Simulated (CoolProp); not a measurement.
Vapour-liquid equilibrium of CH2F2 (R32) (1) + R123 (2) at -52.05 °C; x and y are mole fractions of (1).

Values from CoolProp's multi-fluid Helmholtz-energy mixture model, Tillner-Roth 1997 and Younglove 1994; pair parameters Bell 2016.

```json
[
 {"x": "0.05", "bubble pressure, mixture model (MPa)": "0.01064", "bubble pressure, Raoult's law (MPa)": "0.006404", "y, mixture model": "0.863", "y, Raoult's law": "0.775"},
 {"x": "0.2", "bubble pressure, mixture model (MPa)": "0.03474", "bubble pressure, Raoult's law (MPa)": "0.02107", "y, mixture model": "0.963", "y, Raoult's law": "0.942"},
 {"x": "0.35", "bubble pressure, mixture model (MPa)": "0.05247", "bubble pressure, Raoult's law (MPa)": "0.03573", "y, mixture model": "0.979", "y, Raoult's law": "0.972"},
 {"x": "0.5", "bubble pressure, mixture model (MPa)": "0.06479", "bubble pressure, Raoult's law (MPa)": "0.05040", "y, mixture model": "0.985", "y, Raoult's law": "0.985"},
 {"x": "0.65", "bubble pressure, mixture model (MPa)": "0.07419", "bubble pressure, Raoult's law (MPa)": "0.06506", "y, mixture model": "0.989", "y, Raoult's law": "0.992"},
 {"x": "0.8", "bubble pressure, mixture model (MPa)": "0.08331", "bubble pressure, Raoult's law (MPa)": "0.07973", "y, mixture model": "0.993", "y, Raoult's law": "0.996"},
 {"x": "0.95", "bubble pressure, mixture model (MPa)": "0.09462", "bubble pressure, Raoult's law (MPa)": "0.09439", "y, mixture model": "0.998", "y, Raoult's law": "0.999"}
]
```

The largest gap from Raoult's law is +66.1 % in bubble pressure, at x = 0.05. No azeotrope shows between x = 0.05 and 0.95.

The pair parameters rest on a limited set of measurements; away from them the model extrapolates. With so large a gap from Raoult's law the liquid may split in two, which this calculation doesn't test in full.
